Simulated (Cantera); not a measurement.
Gas mixture: 100 % N2, at 0.00730 bar, frozen composition.

Cantera's kinetic-theory transport with the Lennard-Jones parameters of GRI-Mech 3.0, ideal gas; thermal conductivity in the mixture-averaged form.

One state of this run: ρ (kg/m³) = 0.00410; cp (J/kg/K) = 1074; μ (µPa s) = 29.6; λ (mW/m/K) = 45.2; Pr = 0.704; D (cm²/s) H2O = 117; D (cm²/s) NH3 = 111; D (cm²/s) CH3 = 105. D: mixture-averaged diffusion coefficient of that species in the mixture.

### Question
Which value of T (K) does it belong to?
A. 600
B. 800
C. 400
D. 900

### Answer
A, 600
